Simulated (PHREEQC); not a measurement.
Solution (25 °C): 0.066 mol/kgw NH4Cl, 0.13 mol/kgw Na2SO4 and 0.00015 mol/kgw LiCl. Closed to the air; pH follows from the charge balance.

Equilibrium calculation in PHREEQC: ion-association model, phreeqc.dat.

Q: The ionic strength comes out as 0.381 mol/kgw. What activity coefficients do LiSO4-, NH4SO4-, SO4-2, Li+, H+ get?

A: LiSO4- 0.70, NH4SO4- 0.73, SO4-2 0.23, Li+ 0.72, H+ 0.77.

Precipitation was switched off in this run.
